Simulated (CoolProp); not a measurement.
Vapour-liquid equilibrium of diethyl ether (1) + benzene (2) at 0.882 MPa; x and y are mole fractions of (1).

The numbers come from the multi-fluid Helmholtz-energy mixture model, Thol 2014 and Thol 2012; pair parameters Bell 2016 in CoolProp.

```
x     bubble temperature, mixture model (K)  bubble temperature, Raoult's law (K)  y, mixture model  y, Raoult's law
----  -------------------------------------  ------------------------------------  ----------------  ---------------
0.05                                  440.3                                 439.6             0.111            0.134
0.2                                   428.5                                 426.8             0.378            0.431
0.35                                  418.3                                 416.4             0.572            0.627
0.5                                   409.5                                 407.7             0.717            0.762
0.65                                  401.8                                 400.4             0.827            0.859
0.8                                   394.9                                 394.0             0.913            0.931
0.95                                  388.7                                 388.4             0.981            0.985
```

The largest gap from Raoult's law is +1.9 K in bubble temperature, at x = 0.35. No azeotrope shows between x = 0.05 and 0.95.

Pair parameters are fitted to limited data, so mixtures are less certain than the pure fluids.
